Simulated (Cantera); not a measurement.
A Cantera script and its output.

```python
import numpy as np
import cantera as ct

gas = ct.Solution("gri30.yaml")
gas.TPX = 1475, 100000, {'CO': 1, 'H2': 0.031, 'CH4': 0.16, 'O2': 1.71, 'N2': 6.48}
reactor = ct.IdealGasReactor(gas, energy="on", clone=False)
net = ct.ReactorNet([reactor])
net.rtol, net.atol = 1e-08, 1e-16
show = ['CO', 'H2', 'CH4', 'CH2', 'HCN']
times = np.geomspace(5e-06, 0.1, 15)

steps = ct.SolutionArray(gas, extra=["t"])
rows = []
print(f"{'t/s':>10s}{'T/K':>9s}{'P/Pa':>11s}" + "".join(f"{s:>11s}" for s in show))
for t in times:
    while net.time < t:
        t_next = net.step()
        steps.append(gas.state, t=t_next)
    rows.append([np.interp(t, steps.t, y) for y in (steps.T, steps.P, *steps(*show).X.T)])
    print(f"{t:10.3e}{rows[-1][0]:9.1f}{rows[-1][1]:11.4g}" + "".join(f"{x:11.3e}" for x in rows[-1][2:]))
rate = np.gradient(steps.T, steps.t)
print("integrator steps:", len(steps.t))
if steps.T.max() > steps.T[0] + 200:
    print(f"time of steepest temperature rise: {steps.t[rate.argmax()]:.4e} s")
gas.TPX = 1475, 100000, {'CO': 1, 'H2': 0.031, 'CH4': 0.16, 'O2': 1.71, 'N2': 6.48}
gas.equilibrate("UV")
print(f"equilibrium (UV): T = {gas.T:.1f} K  " + "  ".join(f"{s} {gas[s].X[0]:.3e}" for s in show))
```

It prints:

```
       t/s      T/K       P/Pa         CO         H2        CH4        CH2        HCN
 5.000e-06   1475.0      1e+05  1.066e-01  3.305e-03  1.706e-02  1.277e-13  1.140e-19
 1.014e-05   1475.0      1e+05  1.066e-01  3.304e-03  1.705e-02  8.189e-13  9.220e-19
 2.058e-05   1475.0      1e+05  1.066e-01  3.304e-03  1.705e-02  4.758e-12  7.771e-18
 4.175e-05   1475.0      1e+05  1.066e-01  3.304e-03  1.705e-02  3.370e-11  7.736e-17
 8.469e-05   1475.1      1e+05  1.066e-01  3.301e-03  1.701e-02  5.374e-10  1.864e-15
 1.718e-04   1479.2  1.003e+05  1.064e-01  3.336e-03  1.626e-02  1.129e-07  3.741e-12
 3.486e-04   2352.1  1.561e+05  3.753e-02  1.986e-03  1.962e-18  1.018e-16  5.494e-12
 7.071e-04   2623.9  1.712e+05  2.139e-02  9.869e-04  1.783e-18  8.297e-17  1.724e-11
 1.435e-03   2639.0   1.72e+05  1.973e-02  9.083e-04  1.827e-18  7.573e-17  2.518e-11
 2.910e-03   2631.9  1.714e+05  1.936e-02  8.949e-04  1.751e-18  6.917e-17  3.331e-11
 5.904e-03   2624.7  1.709e+05  1.900e-02  8.816e-04  1.676e-18  6.294e-17  4.009e-11
 1.198e-02   2621.0  1.706e+05  1.882e-02  8.750e-04  1.639e-18  5.996e-17  4.302e-11
 2.430e-02   2620.4  1.706e+05  1.879e-02  8.740e-04  1.634e-18  5.953e-17  4.343e-11
 4.929e-02   2620.4  1.706e+05  1.879e-02  8.740e-04  1.634e-18  5.953e-17  4.344e-11
 1.000e-01   2620.4  1.706e+05  1.879e-02  8.740e-04  1.634e-18  5.953e-17  4.344e-11
integrator steps: 1642
time of steepest temperature rise: 2.2697e-04 s
equilibrium (UV): T = 2620.4 K  CO 1.879e-02  H2 8.740e-04  CH4 2.462e-18  CH2 8.493e-17  HCN 4.344e-11
```

Model: GRI-Mech 3.0 (53 species, 325 reactions), integrated in Cantera.
